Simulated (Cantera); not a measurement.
Cantera run:

```python
import numpy as np
import cantera as ct

gas_names = """
    C CH CH2 CH3 CH2OH CH3O CH4 CH3OH CN CO CO2 COOH C2 C2H CHCO,ketyl C2H2,acetylene C2H2,vinylidene
    CH2CO,ketene C2H3,vinyl CH3CN CH3CO,acetyl C2H4 C2H4O,ethylen CH3CHO,ethanal CH3COOH (HCOOH)2 C2H5
    C2H6 CH3OCH3 C2H5OH CCN CNC C2N2 C2O C3 C3H3,propargyl C3H4,allene C3H4,propyne C3H4,cyclo-
    C3H5,allyl C3H6,propylene C3H6,cyclo- C3H6O C3H7,n-propyl C3H7,i-propyl C3H8 C3H8O,1propanol
    C3H8O,2propanol C3O2 C4 C4H2 C4H4,1,3-cyclo- C4H6,butadiene C4H6,2-butyne C4H6,cyclo- C4H8,1-butene
    C4H8,cis2-buten C4H8,tr2-butene C4H8,isobutene C4H8,cyclo- (CH3COOH)2 C4H9,n-butyl C4H9,i-butyl
    C4H9,s-butyl C4H9,t-butyl C4H10,isobutane C4H10,n-butane C4N2 C5 C5H6,1,3cyclo- C5H8,cyclo-
    C5H10,1-pentene C5H10,cyclo- C5H11,pentyl C5H11,t-pentyl C5H12,n-pentane C5H12,i-pentane
    CH3C(CH3)2CH3 C6H2 C6H5,phenyl C6H5O,phenoxy C6H6 C6H5OH,phenol C6H10,cyclo- C6H12,1-hexene
    C6H12,cyclo- C6H13,n-hexyl C7H7,benzyl C7H8 C7H8O,cresol C7H14,1-heptene C7H15,n-heptyl
    C7H16,n-heptane C8H8,styrene C8H10,ethylbenz C8H16,1-octene C8H17,n-octyl C8H18,isooctane
    C8H18,n-octane C9H19,n-nonyl C10H8,naphthale C10H21,n-decyl C12H9,o-bipheny C12H10,bipheny Cu CuO
    Cu2 H HCN HCO HCCN HNC HNCO HNO HNO2 HNO3 HO2 H2 HCHO,formaldehy HCOOH H2O H2O2 N NCO NH NH2 NH3
    NH2OH NO NO2 NO3 N2 N2H2 N2H4 N2O O OH O2 O3
""".split()
cond_names = """
    C(gr) C6H6(L) C7H8(L) C8H18(L),n-octa Cu(cr) Cu(L) CuO(s) CuO2H2(s) Cu2O(s) Cu2O(L) H2O(s) H2O(L)
""".split()


def load(file, names, dense=False):
    # The tables refer to 1 bar. Condensed volumes are neglected.
    table = {s.name: s for s in ct.Species.list_from_file(file)}
    out = []
    for n in names:
        d = dict(table[n].input_data)
        d["thermo"] = dict(d["thermo"], **{"reference-pressure": 1e5})
        if dense:
            d["equation-of-state"] = {"model": "constant-volume", "density": "1e6 g/cm^3"}
        out.append(ct.Species.from_dict(d))
    return out


gas = ct.Solution(thermo="ideal-gas", species=load("nasa_gas.yaml", gas_names))
cond = {s.name: ct.Solution(thermo="fixed-stoichiometry", species=[s], name=s.name)
        for s in load("nasa_condensed.yaml", cond_names, dense=True)}
atoms = {
    'CuO': {'Cu': 1, 'O': 1},
    'CH4': {'C': 1, 'H': 4},
    'N2': {'N': 2},
}
top_T = {'C(gr)': 4500, 'CuO(s)': 1390}  # K; cautious upper limits of use, not melting points


def equilibrate(T, P, feed):
    n = {}
    for name, mol in feed.items():
        for a, k in atoms[name].items():
            n[a] = n.get(a, 0.0) + k * mol
    gas.TPX = T, P, n
    mass = sum(n.values()) * gas.mean_molecular_weight
    gas.equilibrate("TP")
    valid = [c for c in cond.values() if c.min_temp <= T <= top_T.get(c.name, c.max_temp)]
    mix = ct.Mixture([(gas, mass / gas.mean_molecular_weight)] + [(c, 0.0) for c in valid])
    mix.T, mix.P = T, P
    mix.equilibrate("TP", solver="vcs", rtol=1e-11, max_steps=5000)
    return mix


results = []
feed = {'CuO': 1, 'CH4': 2.6, 'N2': 2.4}  # mol
T = 2073.15  # K
P = 820000  # Pa
mix = equilibrate(T, P, feed)
results.append((T, P, feed, dict(zip(mix.species_names, mix.species_moles))))
print(gas.report(threshold=1e-06))
for i in range(1, mix.n_phases):
    print(f"{mix.phase(i).name:16s} {mix.phase_moles(i):12.5e} mol")
```

Result:

```
       temperature   2073.2 K
          pressure   8.2e+05 Pa
           density   0.59403 kg/m^3
  mean mol. weight   12.487 kg/kmol
   phase of matter   gas

                          1 kg             1 kmol
                     ---------------   ---------------
          enthalpy        3.6942e+06         4.613e+07  J
   internal energy        2.3138e+06        2.8893e+07  J
           entropy             16587        2.0712e+05  J/K
    Gibbs function       -3.0693e+07       -3.8326e+08  J
 heat capacity c_p            2836.8             35423  J/K
 heat capacity c_v              2171             27109  J/K

                      mass frac. Y      mole frac. X     chem. pot. / RT
                     ---------------   ---------------   ---------------
               CH3        2.8859e-05        2.3969e-05           -29.853
               CH4          0.001322         0.0010289           -38.857
                CO           0.26065            0.1162           -34.286
               CO2        7.1277e-06        2.0224e-06            -65.73
    C2H2,acetylene         0.0015271        0.00073233           -23.692
             CH3CN        1.7968e-05        5.4652e-06           -45.821
              C2H4        3.6572e-05        1.6278e-05           -41.699
                Cu         0.0051447          0.001011           -7.9247
               Cu2        5.4018e-05        5.3074e-06           -15.849
                 H        5.7339e-05        0.00071031           -9.0036
               HCN          0.017062         0.0078835           -24.971
               HNC          0.001102        0.00050917           -24.971
                H2          0.096383           0.59699           -18.007
               H2O        7.2658e-05        5.0362e-05           -49.451
               NH3        4.8292e-05        3.5407e-05           -40.136
                N2           0.61648           0.27479            -26.25
     [ +123 minor]        9.9919e-06        3.1647e-06

C(gr)             1.50618e+00 mol
Cu(L)             9.91213e-01 mol
Cu2O(L)           0.00000e+00 mol
```

These are equilibrium values from Cantera (NASA tables, ideal gas, pure condensed phases), not measurements of a reactor.
